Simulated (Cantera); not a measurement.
Feed: 1 mol n-butane, 34 mol H2, 1.8 mol N2, at 32.0 bar.

Cantera equilibrium calculation (NASA polynomials, part measured and part estimated; ideal gas, pure solids and liquids). Candidate condensed phases: C, C6H6, C7H8, C8H18; 110 gas species. Ions and electrons are included (thermal ionisation). The ideal-gas law is rough above about 30 bar. The numbers say what is thermodynamically allowed, not how fast it happens. All values below are at 2500 K.

Base state: H2 0.929, N2 0.0369, HCN 0.0131, C2H2 (acetylene) 0.0101, H 0.00428, CH4 0.00415, HNC 0.00153, CH3 0.000344 (mole fractions); condensed: C(graphite).

Task: What changes in the equilibrium state with this change: n-butane replaced by C3H8?

Result: 
```json
[
 {"species": "H2", "before": "0.929", "after": "0.928"},
 {"species": "N2", "before": "0.0369", "after": "0.0379"},
 {"species": "HCN", "before": "0.0131", "after": "0.0133"},
 {"species": "C2H2 (acetylene)", "before": "0.0101", "after": "0.0100"},
 {"species": "HNC", "before": "0.00153", "after": "0.00155"},
 {"species": "NH3", "before": "5.72e-5", "after": "5.78e-5"},
 {"species": "C(graphite), mol", "before": "2.37", "after": "1.40"}
]
```
